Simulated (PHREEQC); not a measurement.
Make-up at 12 °C: 0.039 mol NaHCO3, 0.0052 mol NaOH and 3.1e-05 mol KCl per kg of water. Closed to the air; pH follows from the charge balance.

Equilibrium calculation in PHREEQC: ion-association model, phreeqc.dat.

The pH comes out as 9.35. The ionic strength comes out as 0.0472 mol/kgw and the specific conductance comes out as 2640 µS/cm. The total alkalinity comes out as 44.2 meq/kg.

| species | molality | activity | log γ |
|---|---|---|---|
| Na+ | 0.0428 | 0.0355 | -0.080 |
| HCO3- | 0.0331 | 0.0277 | -0.078 |
| CO3-2 | 0.00437 | 0.00212 | -0.314 |
| NaCO3- | 0.000855 | 0.000708 | -0.082 |
| NaHCO3 | 0.000591 | 0.000597 | 0.005 |
| CO2 | 3.42e-5 | 3.46e-5 | 0.005 |
| Cl- | 3.10e-5 | 2.55e-5 | -0.085 |
| K+ | 3.10e-5 | 2.54e-5 | -0.086 |
| OH- | 9.53e-6 | 7.81e-6 | -0.087 |

This is a speciation only: nothing precipitates in the calculation. Complexes and solids missing from the database can't appear. At this temperature some constants are extrapolated from 25 °C, and those without enthalpy data are left unchanged.
